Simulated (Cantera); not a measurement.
# V2O5 + H2 + H2O (hydrogen reduction and annealing atmospheres)

Charge: 1 mol V2O5, 3.5 mol H2, 0.67 mol H2O, held at 63.0 Pa.

Method: chemical equilibrium by Gibbs-energy minimisation in Cantera with the NASA 1993 tables (ideal gas, pure condensed phases). Candidate condensed phases: H2O, V, VO, V2O3, V2O4, V2O5; 12 gas species. Condensed phases not in the tables: the oxides between V2O3 and V2O5 other than VO2. Rates play no part.

| T (K) | log p H2O | log p H2 | log p VO2 | log p H | log p OH | log p VO | log p O | n V2O3(s) |
|---|---|---|---|---|---|---|---|---|
| 1473 | -3.39 | -3.64 | -8.37 | -6.72 | -8.05 | -11.99 | -11.19 | 1.000 |
| 1573 | -3.39 | -3.65 | -7.30 | -6.21 | -7.41 | -10.68 | -10.05 | 1.000 |
| 1673 | -3.40 | -3.65 | -6.36 | -5.77 | -6.83 | -9.53 | -9.05 | 0.999 |
| 1773 | -3.40 | -3.65 | -5.54 | -5.37 | -6.33 | -8.51 | -8.16 | 0.990 |
| 1873 | -3.42 | -3.65 | -4.82 | -5.02 | -5.89 | -7.60 | -7.38 | 0.948 |
| 1973 | -3.49 | -3.65 | -4.20 | -4.70 | -5.56 | -6.76 | -6.74 | 0.762 |
| 2073 | -3.75 | -3.65 | -3.74 | -4.40 | -5.45 | -5.91 | -6.35 | 0.108 |
| 2173 | -3.82 | -3.68 | -3.72 | -4.16 | -5.17 | -5.73 | -5.80 | 0 |
log p: log10 of the partial pressure in bar; n: condensed amount in mol.

From 1473 K to 2073 K the condensed part is V2O3(s). At 2173 K nothing is condensed. The main V-bearing gas is VO2 throughout.
